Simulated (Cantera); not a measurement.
An adiabatic, constant-pressure homogeneous reactor starts with 3.90 % CH4, 0.858 % C2H6, 20.0 % O2, 75.2 % N2, at 1698 K and 44000 Pa.

Model: GRI-Mech 3.0 (53 species, 325 reactions), integrated in Cantera.

Q: Predict: time of steepest temperature rise; temperature at 10.0 s; equilibrium temperature; x(O2) at 10.0 s.

A: time of steepest temperature rise: 82.1 µs
temperature at 10.0 s: 2538 K
equilibrium temperature: 2538 K
x(O2) at 10.0 s: 0.0827 (gas-phase equilibrium 0.0827)
